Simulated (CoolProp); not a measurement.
Saturation properties of dodecamethylpentasiloxane (MD3M) (Tc = 628.0 K, pc = 954.0 kPa, ω = 0.730).

Computed with CoolProp (reference Helmholtz-energy equation of state, Thol 2019).

```json
[
 {"T (K)": "417.5", "p (kPa)": "8.178", "liquid density (kg/m³)": "751.7", "vapour Z": "0.9826"},
 {"T (K)": "420.5", "p (kPa)": "9.146", "liquid density (kg/m³)": "748.5", "vapour Z": "0.9811"},
 {"T (K)": "423.5", "p (kPa)": "10.21", "liquid density (kg/m³)": "745.3", "vapour Z": "0.9794"},
 {"T (K)": "426.5", "p (kPa)": "11.37", "liquid density (kg/m³)": "742.2", "vapour Z": "0.9777"},
 {"T (K)": "429.6", "p (kPa)": "?", "liquid density (kg/m³)": "738.9", "vapour Z": "?"},
 {"T (K)": "432.6", "p (kPa)": "?", "liquid density (kg/m³)": "735.7", "vapour Z": "?"},
 {"T (K)": "435.6", "p (kPa)": "15.57", "liquid density (kg/m³)": "?", "vapour Z": "0.9719"},
 {"T (K)": "438.6", "p (kPa)": "17.20", "liquid density (kg/m³)": "729.2", "vapour Z": "0.9698"},
 {"T (K)": "441.7", "p (kPa)": "19.04", "liquid density (kg/m³)": "725.8", "vapour Z": "?"},
 {"T (K)": "444.7", "p (kPa)": "20.96", "liquid density (kg/m³)": "722.6", "vapour Z": "0.9651"},
 {"T (K)": "447.7", "p (kPa)": "23.03", "liquid density (kg/m³)": "719.3", "vapour Z": "0.9627"},
 {"T (K)": "450.7", "p (kPa)": "25.27", "liquid density (kg/m³)": "716.0", "vapour Z": "0.9601"},
 {"T (K)": "453.8", "p (kPa)": "27.77", "liquid density (kg/m³)": "712.5", "vapour Z": "0.9573"},
 {"T (K)": "456.8", "p (kPa)": "?", "liquid density (kg/m³)": "709.2", "vapour Z": "0.9544"}
]
```

Question: What belongs in the gaps?

Answer: 
- 429.6, p (kPa): 12.68
- 429.6, vapour Z: 0.9759
- 432.6, p (kPa): 14.06
- 432.6, vapour Z: 0.9740
- 435.6, liquid density (kg/m³): 732.5
- 441.7, vapour Z: 0.9675
- 456.8, p (kPa): 30.37

It boils at 503.0 K under 1 atm.
